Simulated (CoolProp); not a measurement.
Vapour-liquid equilibrium of CH2F2 (R32) (1) + n-butane (2) at 281.9 K; x and y are mole fractions of (1).

Model: multi-fluid Helmholtz-energy mixture model, Tillner-Roth 1997 and Bücker 2006; pair parameters Bell 2016, in CoolProp.

```
x      bubble pressure (bar)  y at the bubble point  dew pressure at overall composition x (bar)  liquid density (mol/L)
-----  ---------------------  ---------------------  -------------------------------------------  ----------------------
0.05                   3.682                  0.605                                   (withheld)                   10.39
0.125                  6.183                  0.764                                        1.631                   10.74
0.2                    7.805                  0.814                                        1.789                   11.11
0.275                  8.782                  0.836                                        1.979                   11.51
0.35                   9.332                  0.848                                   (withheld)                   11.94
0.425                  9.629                  0.854                                        2.509              (withheld)
0.5                    9.798                  0.859                                        2.893                   12.95
0.575                  9.920                  0.862                                   (withheld)                   13.55
0.65                   10.05             (withheld)                                   (withheld)                   14.25
0.725                  10.20                  0.874                                        5.312                   15.07
0.8                    10.38                  0.887                                        7.292                   16.04
0.875                  10.57                  0.911                                        10.21                   17.21
0.95                   10.70                  0.953                                        10.70                   18.60
```

Task: Complete the blanks.

Result: 
- 0.05, dew pressure at overall composition x (bar): 1.498
- 0.35, dew pressure at overall composition x (bar): 2.213
- 0.425, liquid density (mol/L): 12.42
- 0.575, dew pressure at overall composition x (bar): 3.414
- 0.65, y at the bubble point: 0.867
- 0.65, dew pressure at overall composition x (bar): 4.160

No azeotrope shows between x = 0.05 and 0.95.

Pair parameters are fitted to limited data, so mixtures are less certain than the pure fluids. With so large a gap from Raoult's law the liquid may split in two, which this calculation doesn't test in full.
